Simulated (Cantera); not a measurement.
Input: 1 mol C3H8, 1.8 mol O2, 1.5 mol H2, held at 1248.15 K and 120 Torr.

Equilibrium computed with Cantera from the NASA thermochemical tables; the gas is ideal and each condensed phase is pure. Equilibrium is a limit: real reactors are often held back by kinetics, nucleation or transport.

| species | before | after |
|---|---|---|
| H2 | 0.595 | 0.333 |
| CO | 0.334 | 0.311 |
| H2O | 0.0519 | 0.222 |
| CO2 | 0.0187 | 0.133 |
Gas species are given as mole fractions.

Question: What was changed between the two runs?
(A) temperature from 1248.15 K to 1848.15 K
(B) O2 from 1.8 to 1.6 mol
(C) C3H8 replaced by C2H2
(D) O2 from 1.8 to 0.78 mol

Answer: C, C3H8 replaced by C2H2
